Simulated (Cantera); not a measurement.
What does this Cantera script print?

```python
import numpy as np
import cantera as ct

gas = ct.Solution("gri30.yaml")
gas.TPX = 1373, 250, {'C3H8': 1, 'H2': 8.9}
reactor = ct.IdealGasConstPressureReactor(gas, energy="off", clone=False)
net = ct.ReactorNet([reactor])
net.rtol, net.atol = 1e-08, 1e-18
show = ['C3H8', 'H2', 'H', 'C2H2', 'CH3', 'CH4', 'CH2']
times = np.geomspace(0.0007, 70, 14)

steps = ct.SolutionArray(gas, extra=["t"])
rows = []
print(f"{'t/s':>10s}{'T/K':>9s}{'P/Pa':>11s}" + "".join(f"{s:>11s}" for s in show))
for t in times:
    while net.time < t:
        t_next = net.step()
        steps.append(gas.state, t=t_next)
    rows.append([np.interp(t, steps.t, y) for y in (steps.T, steps.P, *steps(*show).X.T)])
    print(f"{t:10.3e}{rows[-1][0]:9.1f}{rows[-1][1]:11.4g}" + "".join(f"{x:11.3e}" for x in rows[-1][2:]))
rate = np.gradient(steps.T, steps.t)
print("integrator steps:", len(steps.t))
if steps.T.max() > steps.T[0] + 200:
    print(f"time of steepest temperature rise: {steps.t[rate.argmax()]:.4e} s")
gas.TPX = 1373, 250, {'C3H8': 1, 'H2': 8.9}
gas.equilibrate("TP")
print(f"equilibrium (TP): T = {gas.T:.1f} K  " + "  ".join(f"{s} {gas[s].X[0]:.3e}" for s in show))
```

Result:

```
       t/s      T/K       P/Pa       C3H8         H2          H       C2H2        CH3        CH4        CH2
 7.000e-04   1373.0        250  9.867e-02  8.970e-01  1.318e-04  2.134e-07  1.481e-03  7.108e-04  8.489e-08
 1.697e-03   1373.0        250  9.191e-02  8.912e-01  3.022e-04  7.650e-06  3.990e-03  4.848e-03  6.717e-07
 4.115e-03   1373.0        250  6.477e-02  8.682e-01  7.466e-04  2.344e-04  8.114e-03  2.662e-02  1.951e-06
 9.976e-03   1373.0        250  1.033e-02  8.225e-01  1.637e-03  4.874e-03  6.743e-03  7.894e-02  2.257e-06
 2.419e-02   1373.0        250  2.256e-04  8.164e-01  6.700e-04  1.708e-02  1.620e-03  9.343e-02  4.506e-07
 5.864e-02   1373.0        250  7.561e-06  8.180e-01  2.287e-04  2.491e-02  5.274e-04  9.397e-02  7.594e-08
 1.422e-01   1373.0        250  1.702e-07  8.193e-01  9.256e-05  3.103e-02  2.107e-04  9.365e-02  1.455e-08
 3.447e-01   1373.0        250  2.445e-09  8.205e-01  4.170e-05  3.681e-02  9.411e-05  9.317e-02  3.163e-09
 8.356e-01   1373.0        250  5.366e-10  8.217e-01  2.115e-05  4.306e-02  4.735e-05  9.260e-02  8.401e-10
 2.026e+00   1373.0        250  2.479e-10  8.231e-01  1.394e-05  5.097e-02  3.091e-05  9.184e-02  3.671e-10
 4.912e+00   1373.0        250  1.612e-10  8.253e-01  1.435e-05  6.275e-02  3.134e-05  9.067e-02  3.768e-10
 1.191e+01   1373.0        250  1.077e-10  8.281e-01  2.183e-05  7.725e-02  4.677e-05  8.911e-02  8.286e-10
 2.887e+01   1373.0        250  1.597e-10  8.296e-01  3.281e-05  8.234e-02  6.896e-05  8.759e-02  1.798e-09
 7.000e+01   1373.0        250  1.508e-10  8.315e-01  3.353e-05  8.355e-02  6.782e-05  8.451e-02  1.804e-09
integrator steps: 1211
equilibrium (TP): T = 1373.0 K  C3H8 2.600e-13  H2 8.820e-01  H 6.297e-05  C2H2 1.150e-01  CH3 3.781e-06  CH4 2.659e-03  CH2 1.868e-10
```

Detailed kinetics in Cantera: GRI-Mech 3.0 (53 species, 325 reactions). GRI-Mech 3.0 was tuned for natural gas; its chemistry of propane as a main component is partial and can be far from experiment. GRI-Mech 3.0 stops at C3 and has no aromatics, soot or wall deposition, so with more carbon than oxygen in the feed, carbon stays in small species such as C2H2 where larger ones or solid carbon would form. Radical loss at walls, strong at low pressure, is not modelled.
